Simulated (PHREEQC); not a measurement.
0.23 g of hydrous ferric oxide (600 m²/g; 0.2 weak and 0.005 strong sites per Fe, Dzombak-Morel constants, diffuse double layer) in 1 kg of water with 0.01 mol/kgw of an inert sodium salt, at 25 °C; the pH is set by adding NaOH or the inert anion's acid. Oxygen is held at 0.21 atm. No CO2 enters from the air. Precipitation was switched off in this run.

Base run: PHREEQC, ion-association model, wateq4f.dat. Each further column changes one thing. The table gives surface charge σ (C/m²).

```tsv
pH	base	background salt from 0.01 to 0.001 mol/kgw	oxide from 0.23 to 1.2 g/kgw	6e-05 mol/kgw PbCl2 added
3	0.325	0.256	0.328	0.326
3.75	0.246	0.146	0.250	0.248
4.5	0.160	0.079	0.163	0.163
5.25	0.094	0.040	0.095	0.098
6	0.050	0.019	0.050	0.058
6.75	0.023	0.008	0.023	0.029
7.5	0.008	0.003	0.008	0.012
8.25	-0.002	-0.001	-0.002	0.001
9	-0.013	-0.004	-0.013	-0.009
```

The oxide is taken as insoluble; below pH 4 it would dissolve.
